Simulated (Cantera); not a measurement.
Feed: 1 mol Zr, 0.03 mol H2O, at 2075 °C.

These are equilibrium values from Cantera (NASA tables, ideal gas, pure condensed phases), not measurements of a reactor. Candidate condensed phases: H2O, Zr, ZrO2; 12 gas species. Mutual solubility and eutectic melting of coexisting phases are not modelled. Condensed phases not in the tables: N, O or C dissolved in the metal. The numbers say what is thermodynamically allowed, not how fast it happens.

x: gas mole fraction; n: condensed amount in mol.

```tsv
P (Pa)	x H2	x H	x Zr	x ZrO	x ZrO2	n Zr(l)	n ZrO2(tetragonal)
0.100	0.000837	0.357	0.462	0.179	8.12e-6	0.893	0
1	0.0239	0.604	0.0462	0.325	0.000267	0.966	0
10	0.257	0.625	0.00462	0.113	0.000322	0.982	0.0120
100	0.669	0.319	0.000462	0.0113	3.22e-5	0.985	0.0148
1000	[?]	[?]	[?]	[?]	[?]	0.985	0.0150
10000	0.962	0.0383	4.62e-6	0.000113	3.22e-7	0.985	0.0150
100000	0.988	[?]	[?]	[?]	[?]	0.985	0.0150
1000000	0.996	0.00390	4.62e-8	1.13e-6	3.22e-9	0.985	0.0150
```

Q: What belongs in the gaps?

A: 
- 1000, x H2: 0.883
- 1000, x H: 0.116
- 1000, x Zr: 4.62e-5
- 1000, x ZrO: 0.00113
- 1000, x ZrO2: 3.22e-6
- 100000, x H: 0.0123
- 100000, x Zr: 4.62e-7
- 100000, x ZrO: 1.13e-5
- 100000, x ZrO2: 3.22e-8
